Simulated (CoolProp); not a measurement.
Model: reference Helmholtz-energy equation of state, Lemmon 2006, in CoolProp. It is a short technical equation, of lower accuracy than the large ones.

Q: Give the vapour pressure (MPa), liquid density (kg/m³), vapour density (kg/m³), enthalpy of vaporisation (kJ/kg) of saturated carbonyl sulfide at 335 K.

A: 
```csv
T (K),p (MPa),liquid density (kg/m³),vapour density (kg/m³),enthalpy of vaporisation (kJ/kg)
335,2.89,865,88.8,194
```
